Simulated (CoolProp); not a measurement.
A simple Rankine cycle with R245fa: condensing at 312.15 K, boiler at 1.64 MPa, turbine inlet 439 K, turbine efficiency 0.65, pump efficiency 0.7, no recuperator. Each further row changes one setting.

The numbers come from the reference Helmholtz-energy equation of state, Akasaka 2015 in CoolProp.

| case | thermal efficiency (%) | net work (kJ/kg) | heat in (kJ/kg) | turbine exit temperature (K) | volume ratio over the turbine |
|---|---|---|---|---|---|
| as stated | 9.3 | … | 298 | 399.4 | … |
| condensing temperature 304.15 K | … | … | … | 394.9 | … |
| boiler pressure 1.15 MPa | 7.8 | 23.6 | 303 | … | 4.78 |
| turbine efficiency 0.55 | 7.8 | … | 298 | 403.6 | 7.12 |

**Question.** Fill in the missing entries.

**Answer.** 
- as stated, net work (kJ/kg): 27.6
- as stated, volume ratio over the turbine: 7.04
- condensing temperature 304.15 K, thermal efficiency (%): 10.3
- condensing temperature 304.15 K, net work (kJ/kg): 31.6
- condensing temperature 304.15 K, heat in (kJ/kg): 308
- condensing temperature 304.15 K, volume ratio over the turbine: 9.20
- boiler pressure 1.15 MPa, turbine exit temperature (K): 408.6
- turbine efficiency 0.55, net work (kJ/kg): 23.1
